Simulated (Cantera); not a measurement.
What does this Cantera script print?

```python
import numpy as np
import cantera as ct

gas_names = """
    CL CL2 H HCL H2 Si SiCL SiCL2 SiCL3 SiCL4 SiH SiHCL3 SiH2 SiH2CL2 SiH3 SiH3CL SiH4 Si2 Si3
""".split()
cond_names = """
    Si(cr) Si(L)
""".split()


# ... load() reads the species with a 1 bar reference pressure and builds the phases ...
atoms = {
    'Si': {'Si': 1},
    'HCl': {'H': 1, 'CL': 1},
    'H2': {'H': 2},
}
top_T = {}  # K; cautious upper limits of use, not melting points


# ... equilibrate(T, P, feed) seeds the gas with the atoms and calls Mixture.equilibrate('TP', solver="vcs", rtol=1e-11, max_steps=5000) ...
results = []
feed = {'Si': 1, 'HCl': 18, 'H2': 0.47}  # mol
P = 6  # Pa
for T in [598, 698, 798, 898, 998, 1098, 1198, 1298, 1398, 1498, 1598, 1698]:
    mix = equilibrate(T, P, feed)
    results.append((T, P, feed, dict(zip(mix.species_names, mix.species_moles))))

top = {s: max(r[3][s] / sum(r[3][g] for g in gas_names) for r in results) for s in gas_names}
cols = sorted((s for s in top if top[s] > 1e-06), key=lambda s: -top[s])[:7]
seen = [c for c in cond_names if any(r[3].get(c, 0) > 1e-12 for r in results)]
print("log10 of partial pressures in bar; condensed amounts in mol")
print(f"{'T/K':>10s}" + "".join(f"{s[:9]:>10s}" for s in cols + seen))
for T, P, feed, n in results:
    ng = sum(n[g] for g in gas_names)
    print(f"{T:10.4g}" + "".join(f"{np.log10(max(n[s] / ng * P / 1e5, 1e-99)):10.3f}" for s in cols)
          + "".join(f"{n.get(c, 0):10.4g}" for c in seen))
```

It prints:

```
log10 of partial pressures in bar; condensed amounts in mol
       T/K       HCL        H2     SiCL4     SiCL2        CL     SiCL3         H
       598    -4.318    -5.071    -5.464   -18.959   -18.083   -13.793   -18.935
       698    -4.318    -5.071    -5.464   -15.149   -15.376   -11.571   -16.180
       798    -4.318    -5.071    -5.464   -12.310   -13.341    -9.914   -14.110
       898    -4.318    -5.072    -5.465   -10.116   -11.753    -8.633   -12.497
       998    -4.318    -5.073    -5.468    -8.376   -10.480    -7.617   -11.204
      1098    -4.316    -5.082    -5.499    -6.999    -9.429    -6.823   -10.148
      1198    -4.307    -5.138    -5.680    -6.078    -8.520    -6.353    -9.290
      1298    -4.294    -5.235    -6.150    -5.680    -7.720    -6.303    -8.588
      1398    -4.288    -5.288    -6.807    -5.555    -7.053    -6.496    -7.969
      1498    -4.289    -5.298    -7.490    -5.518    -6.498    -6.756    -7.414
      1598    -4.296    -5.284    -8.141    -5.506    -6.030    -7.020    -6.916
      1698    -4.314    -5.246    -8.772    -5.506    -5.640    -7.287    -6.463
```

Equilibrium computed with Cantera from the NASA thermochemical tables; the gas is ideal and each condensed phase is pure. The tables' values for SiCl3, SiCl are old estimates; treat these amounts as uncertain.
